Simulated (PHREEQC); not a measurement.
Consider water at 20 °C with 0.001 mol/kgw NH4HF2, 0.0006 mol/kgw H2SiF6, 0.077 mol/kgw NaH2PO4 and 0.0013 mol/kgw HCl. Closed to the air; pH follows from the charge balance.

All values are PHREEQC results (ion-association model, phreeqc.dat), not measurements.

Precipitation was switched off in this run.

Task: Order these F species by the share of F that they hold, largest first: F-, HF2-, SiF6-2, HF, NaF.

Result: SiF6-2 (46 %), F- (38 %), HF (15 %), NaF (1.0 %), HF2- (0.23 %)

The pH is 3.44 and the ionic strength 0.0788 mol/kgw. Examples of supersaturated solids here: Quartz (slow to form). Others may be too. Species that the database lacks are ignored. SiF6-2 is the database's only silicon fluoride.
